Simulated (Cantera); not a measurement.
Feed: 1 mol MgCl2, 5.8 mol H2, at 1750 K and 38.0 Pa.

Equilibrium computed with Cantera from the NASA thermochemical tables; the gas is ideal and each condensed phase is pure. Candidate condensed phases: Mg, MgCl2; 10 gas species. The tables' values for MgH are old estimates; treat these amounts as uncertain. Kinetics and transport are ignored.

Base state: H2 0.719, HCl 0.133, MgCl2 0.0677, Mg 0.0663, H 0.0101, MgCl 0.00223, Cl 0.00145, MgH 1.43e-5 (mole fractions); condensed: gas only.

Q: What changes in the equilibrium state with this change: temperature from 1750 K to 1623.15 K?

A: 
```
species   before     after
-------  -------  --------
H2         0.719     0.772
MgCl2     0.0677    0.0979
HCl        0.133    0.0837
H         0.0101   0.00312
Mg        0.0663    0.0413
Cl       0.00145  0.000266
MgH      1.43e-5   8.27e-6
```
